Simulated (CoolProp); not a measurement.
Saturation properties of propylene glycol.

The numbers come from the reference Helmholtz-energy equation of state, Eisenbach 2021 in CoolProp.

```
T (K)    p (MPa)  liquid density (kg/m³)  enthalpy of vaporisation (kJ/kg)  liquid cp (kJ/(kg K))
-----  ---------  ----------------------  --------------------------------  ---------------------
325.6  0.0001607                     [?]                             837.7                    [?]
333.7  0.0002838                    1005                             829.1                  2.693
341.7  0.0004821                   998.6                             820.8                  2.737
349.8  0.0008002                   992.1                             812.4                  2.781
357.8   0.001284                     [?]                             804.3                  2.825
365.8   0.002010                   979.0                             796.1                  2.868
373.9   0.003090                   972.3                             788.0                  2.912
381.9   0.004622                   965.5                             780.0                  2.955
389.9        [?]                   958.7                             772.0                  2.997
398     0.009790                   951.6                             763.9                    [?]
406      0.01383                   944.6                               [?]                  3.083
414      0.01923                   937.4                             748.0                  3.125
422.1    0.02643                   930.0                             739.9                  3.168
```

Task: Some entries are withheld; supply them.

Result: 
- 325.6, liquid density (kg/m³): 1011
- 325.6, liquid cp (kJ/(kg K)): 2.648
- 357.8, liquid density (kg/m³): 985.6
- 389.9, p (MPa): 0.006775
- 398, liquid cp (kJ/(kg K)): 3.040
- 406, enthalpy of vaporisation (kJ/kg): 756.0

It boils at 461.2 K under 1 atm.
